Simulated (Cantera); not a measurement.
Input (Python, Cantera):

```python
import numpy as np
import cantera as ct

gas = ct.Solution("gri30.yaml")
gas.TPX = 523, 230000, {'CH4': 1, 'O2': 3.45, 'N2': 22.1}
inlet = ct.Reservoir(gas, clone=True)
gas.equilibrate("HP")  # start burning
reactor = ct.IdealGasConstPressureReactor(gas, energy="on", clone=False)
exhaust = ct.Reservoir(gas, clone=True)
tau = [0.12, 0.055, 0.024, 0.011, 0.0049, 0.0022, 0.00097, 0.00043, 0.00019, 8.6e-05, 3.8e-05, 1.7e-05, 7.7e-06][0]
for a, b in ((inlet, reactor), (reactor, exhaust)):
    ct.MassFlowController(a, b, mdot=lambda t: reactor.mass / tau)
net = ct.ReactorNet([reactor])
show = ['CH4', 'O2', 'HCN', 'C2H', 'CH2O', 'H', 'N2O']

rows = []
print(f"{'tau/s':>10s}{'T/K':>9s}" + "".join(f"{s:>11s}" for s in show))
for tau in [0.12, 0.055, 0.024, 0.011, 0.0049, 0.0022, 0.00097, 0.00043, 0.00019, 8.6e-05, 3.8e-05, 1.7e-05, 7.7e-06]:
    net.initial_time = 0.0
    net.advance(30 * tau)
    before = gas.X
    net.advance(40 * tau)
    drift = np.max(np.abs(gas.X - before) / (gas.X + 1e-9))
    rows.append([gas.T, *gas[show].X, drift])
    print(f"{tau:10.3e}{gas.T:9.1f}" + "".join(f"{x:11.3e}" for x in gas[show].X))
```

Output:

```
     tau/s      T/K        CH4         O2        HCN        C2H       CH2O          H        N2O
 1.200e-01   1408.7  3.481e-05  5.482e-02  1.654e-09  1.001e-12  2.579e-06  1.600e-06  1.288e-06
 5.500e-02   1405.6  6.072e-05  5.500e-02  2.033e-09  1.837e-12  4.674e-06  3.376e-06  1.359e-06
 2.400e-02   1399.4  1.131e-04  5.538e-02  2.458e-09  3.242e-12  9.022e-06  7.335e-06  1.258e-06
 1.100e-02   1387.4  2.187e-04  5.615e-02  3.105e-09  5.256e-12  1.779e-05  1.463e-05  1.030e-06
 4.900e-03    523.0  3.766e-02  1.299e-01  2.109e-22 -5.295e-46  4.355e-17  9.612e-33  2.893e-20
 2.200e-03    523.0  3.766e-02  1.299e-01 -1.679e-26 -1.291e-51 -3.453e-21  5.762e-33 -2.303e-24
 9.700e-04    523.0  3.766e-02  1.299e-01 -1.060e-27 -8.319e-53 -2.154e-22  2.711e-33 -1.454e-25
 4.300e-04    523.0  3.766e-02  1.299e-01 -6.698e-29 -2.635e-54 -1.306e-23  1.181e-33 -9.187e-27
 1.900e-04    523.0  3.766e-02  1.299e-01 -4.231e-30 -7.490e-56 -7.195e-25  4.936e-34 -5.803e-28
 8.600e-05    523.0  3.766e-02  1.299e-01 -2.672e-31 -2.045e-57 -2.387e-26  1.990e-34 -3.666e-29
 3.800e-05    523.0  3.766e-02  1.299e-01 -1.688e-32 -5.805e-59  2.717e-27  7.186e-35 -2.315e-30
 1.700e-05    523.0  3.766e-02  1.299e-01 -1.066e-33 -1.548e-60  1.016e-27  2.376e-35 -1.463e-31
 7.700e-06    523.0  3.766e-02  1.299e-01 -6.736e-35 -3.958e-62  2.370e-28  7.869e-36 -9.239e-33
```

Detailed kinetics in Cantera: GRI-Mech 3.0 (53 species, 325 reactions).
